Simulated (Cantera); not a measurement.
## Premixed flame

A freely propagating, adiabatic, planar premixed flame of 5.73 % CH4, 16.9 % O2, 63.6 % N2, 13.8 % CO2, equivalence ratio 0.68, unburnt at 598 K and 4.93 atm; multicomponent+Soret transport, grid criteria slope 0.08 and curve 0.16, no radiation.

Computed with Cantera and GRI-Mech 3.0 (53 species, 325 reactions). Burning velocities carry a grid error of a few per cent, more on coarse grids.

```json
[
 {"z (mm)": "-1.02", "T (K)": "601", "u (m/s)": "0.134", "x CH4": "0.0570", "x O2": "0.168", "x CO2": "0.138", "x NO2": "<1e-8", "x CH2O": "1.78e-6", "x H": "<1e-8"},
 {"z (mm)": "-0.681", "T (K)": "616", "u (m/s)": "0.137", "x CH4": "0.0556", "x O2": "0.167", "x CO2": "0.138", "x NO2": "1.25e-8", "x CH2O": "1.53e-5", "x H": "<1e-8"},
 {"z (mm)": "-0.510", "T (K)": "651", "u (m/s)": "0.145", "x CH4": "0.0529", "x O2": "0.164", "x CO2": "0.140", "x NO2": "4.26e-8", "x CH2O": "5.56e-5", "x H": "<1e-8"},
 {"z (mm)": "-0.340", "T (K)": "762", "u (m/s)": "0.170", "x CH4": "0.0459", "x O2": "0.154", "x CO2": "0.144", "x NO2": "1.45e-7", "x CH2O": "0.000217", "x H": "<1e-8"},
 {"z (mm)": "-0.170", "T (K)": "1075", "u (m/s)": "0.241", "x CH4": "0.0283", "x O2": "0.123", "x CO2": "0.154", "x NO2": "2.97e-7", "x CH2O": "0.000728", "x H": "4.35e-7"},
 {"z (mm)": "-0.0851", "T (K)": "1339", "u (m/s)": "0.300", "x CH4": "0.0139", "x O2": "0.0958", "x CO2": "0.163", "x NO2": "1.72e-7", "x CH2O": "0.000806", "x H": "8.80e-6"},
 {"z (mm)": "0", "T (K)": "1604", "u (m/s)": "0.360", "x CH4": "0.00165", "x O2": "0.0677", "x CO2": "0.176", "x NO2": "2.68e-8", "x CH2O": "0.000193", "x H": "0.000105"},
 {"z (mm)": "0.0851", "T (K)": "1706", "u (m/s)": "0.381", "x CH4": "1.50e-5", "x O2": "0.0580", "x CO2": "0.187", "x NO2": "1.34e-8", "x CH2O": "2.81e-6", "x H": "9.87e-5"},
 {"z (mm)": "0.170", "T (K)": "1739", "u (m/s)": "0.388", "x CH4": "1.31e-7", "x O2": "0.0559", "x CO2": "0.191", "x NO2": "1.57e-8", "x CH2O": "2.61e-8", "x H": "4.11e-5"},
 {"z (mm)": "0.340", "T (K)": "1759", "u (m/s)": "0.392", "x CH4": "<1e-8", "x O2": "0.0548", "x CO2": "0.194", "x NO2": "1.61e-8", "x CH2O": "<1e-8", "x H": "8.94e-6"},
 {"z (mm)": "0.681", "T (K)": "1767", "u (m/s)": "0.393", "x CH4": "<1e-8", "x O2": "0.0545", "x CO2": "0.194", "x NO2": "1.13e-8", "x CH2O": "<1e-8", "x H": "1.41e-6"},
 {"z (mm)": "1.36", "T (K)": "1769", "u (m/s)": "0.394", "x CH4": "<1e-8", "x O2": "0.0545", "x CO2": "0.195", "x NO2": "<1e-8", "x CH2O": "<1e-8", "x H": "4.42e-7"},
 {"z (mm)": "2.72", "T (K)": "1769", "u (m/s)": "0.394", "x CH4": "<1e-8", "x O2": "0.0545", "x CO2": "0.195", "x NO2": "<1e-8", "x CH2O": "<1e-8", "x H": "3.72e-7"}
]
```
x: mole fraction of selected species; z is measured from the peak of heat release.

```yaml
laminar_burning_velocity: 13.3 cm/s
thermal_thickness: 0.340 mm
peak x(CH2O): 0.000854
peak x(H): 0.000132
grid_points: 134
```
